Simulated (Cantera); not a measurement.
Input: 1 mol CCl4, 0.18 mol Si, equilibrated at 2325 °C and 13.3 mbar.

These are equilibrium values from Cantera (NASA tables, ideal gas, pure condensed phases), not measurements of a reactor. Candidate condensed phases: C, Si, SiC; 24 gas species. The tables' values for SiCl, SiCl3 are old estimates; treat these amounts as uncertain. Equilibrium is a limit: real reactors are often held back by kinetics, nucleation or transport.

Base state: Cl 0.952, SiCl2 0.0422, SiCl 0.00201, Si 0.00132, SiCl3 0.000933, Cl2 0.000648, SiC2 0.000448, C3 0.000162 (mole fractions); condensed: C(graphite).

Problem. What changes in the equilibrium state with this change: temperature from 2325 °C to 1300 °C?

Solution. 
| species | before | after |
|---|---|---|
| Cl | 0.952 | 0.518 |
| Cl2 | 0.000648 | 0.409 |
| SiCl4 | 1.17e-5 | 0.0732 |
| SiCl2 | 0.0422 | 2.42e-7 |
| SiCl | 0.00201 | <1e-9 |
| Si | 0.00132 | <1e-9 |
| SiC2 | 0.000448 | <1e-9 |
| C3 | 0.000162 | <1e-9 |
| C(graphite), mol | 0.994 | 1.000 |
The tables' values for SiCl3 are old estimates; treat these amounts as uncertain.
